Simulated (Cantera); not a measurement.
Feed: 1 mol BN, 310 mol H₂, 54 mol N₂, equilibrated at 2073.15 K and 23.0 Pa.

Cantera equilibrium calculation (NASA polynomials, part measured and part estimated; ideal gas, pure solids and liquids). Candidate condensed phases: B, BN; 15 gas species. The tables' values for BH₂ are old estimates; treat these amounts as uncertain. The numbers say what is thermodynamically allowed, not how fast it happens.

Base state: H₂ 0.713, H 0.147, N₂ 0.138, B 0.00187, BH₂ 0.000500, BH 4.24e-5 (mole fractions); condensed: B(s).

### Question
What changes in the equilibrium state with this change: temperature from 2073.15 K to 1098.15 K?

### Answer
| species | before | after |
|---|---|---|
| H₂ | 0.713 | 0.852 |
| N₂ | 0.138 | 0.148 |
| H | 0.147 | 1.51e-6 |
| B | 0.00187 | <1e-9 |
| BH₂ | 0.000500 | <1e-9 |
| BH | 4.24e-5 | <1e-9 |
| B(s), mol | 0.0435 | 0 |
| BN(s), mol | 0 | 1.00 |
